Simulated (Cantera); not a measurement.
An isothermal plug-flow reactor at 825 K and 1.70 bar (inlet), inlet velocity 0.36 m/s, active area per volume 3600 1/m; feed CH4 : O2 : N2 = 0.0065 : 0.051 : 0.79 (molar parts), equivalence ratio 0.25.

Model: Deutschmann's 1995 Pt surface mechanism with GRI-Mech 3.0 gas chemistry, integrated in Cantera. Catalytic surfaces can have several steady states; this one follows from the mechanism file's or the stated starting coverage. Mass transfer to the wall is taken as infinitely fast.

Q: What does this change do: area per volume 3600 to 870 1/m?

A: 
| quantity | before | after |
|---|---|---|
| x(CH4) at z = 0.061 m | 0.00130 | 0.00515 |
| x(O2) at z = 0.061 m | 0.0475 | 0.0551 |
| x(H2O) at z = 0.061 m | 0.0127 | 0.00504 |
| x(CO2) at z = 0.061 m | 0.00636 | 0.00252 |
| x(CO) at z = 0.061 m | 2.23e-7 | 8.64e-7 |
| θ(free Pt) at the exit | 0.0534 | 0.0509 |
| θ(O*) at the exit | 0.944 | 0.947 |
| θ(OH*) at the exit | 0.00310 | 0.00191 |

Q: What does this change do: pressure from 1.70 bar to 2.80 bar?

A: 
```json
[
 {"quantity": "x(CH4) at z = 0.061 m", "before": "0.00130", "after": "0.00260"},
 {"quantity": "x(O2) at z = 0.061 m", "before": "0.0475", "after": "0.0500"},
 {"quantity": "x(H2O) at z = 0.061 m", "before": "0.0127", "after": "0.0101"},
 {"quantity": "x(CO2) at z = 0.061 m", "before": "0.00636", "after": "0.00507"},
 {"quantity": "x(CO) at z = 0.061 m", "before": "2.23e-7", "after": "4.12e-7"},
 {"quantity": "θ(free Pt) at the exit", "before": "0.0534", "after": "0.0429"},
 {"quantity": "θ(O*) at the exit", "before": "0.944", "after": "0.954"},
 {"quantity": "θ(OH*) at the exit", "before": "0.00310", "after": "0.00320"}
]
```

Q: What does this change do: temperature 825 to 1300 K?

A: 
| quantity | before | after |
|---|---|---|
| x(CH4) at z = 0.061 m | 0.00130 | 1.35e-11 |
| x(O2) at z = 0.061 m | 0.0475 | 0.0448 |
| x(H2O) at z = 0.061 m | 0.0127 | 0.0153 |
| x(CO2) at z = 0.061 m | 0.00636 | 0.00766 |
| x(CO) at z = 0.061 m | 2.23e-7 | 1.09e-10 |
| θ(free Pt) at the exit | 0.0534 | 0.545 |
| θ(O*) at the exit | 0.944 | 0.454 |
| θ(OH*) at the exit | 0.00310 | 0.00159 |
